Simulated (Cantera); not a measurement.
Charge: 1 mol SiF₄, 0.66 mol H₂O, held at 1073.15 K and 1.00 bar.

Method: chemical equilibrium by Gibbs-energy minimisation in Cantera with the NASA 1993 tables (ideal gas, pure condensed phases). Candidate condensed phases: H₂O, Si, SiO₂; 38 gas species. Equilibrium is a limit: real reactors are often held back by kinetics, nucleation or transport.

Base state: SiF₄ 0.474, HF 0.321, H₂O 0.205 (mole fractions); condensed: SiO₂(β-quartz).

**Question.** What changes in the equilibrium state with this change: temperature from 1073.15 K to 1473.15 K?

**Answer.** 
| species | before | after |
|---|---|---|
| HF | 0.321 | 0.495 |
| SiF₄ | 0.474 | 0.404 |
| H₂O | 0.205 | 0.101 |
| H₂ | 3.38e-7 | 3.35e-5 |
| O₂ | 1.64e-7 | 1.56e-5 |
| SiO₂(β-quartz), mol | 0.145 | 0.235 |
The tables hold silica as quartz up to 1696 K and as liquid above; real silica turns to tridymite and cristobalite and melts near 1996 K. Gases not in the tables: Si(OH)₄.
